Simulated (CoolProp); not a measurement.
Propylene at 293.15 K and 0.596 MPa is throttled through a valve to 0.4 MPa with no heat exchange. Each further row changes one setting.

Values from CoolProp's reference Helmholtz-energy equation of state, Lemmon 2013.

```csv
case,temperature change (K),final density (kg/m³)
as stated,?,?
outlet pressure 0.12 MPa,?,2.18
outlet pressure 0.52 MPa,?,9.86
```

Question: Some entries are withheld; supply them.

Answer: 
- as stated, temperature change (K): -3.9
- as stated, final density (kg/m³): 7.49
- outlet pressure 0.12 MPa, temperature change (K): -9.5
- outlet pressure 0.52 MPa, temperature change (K): -1.5
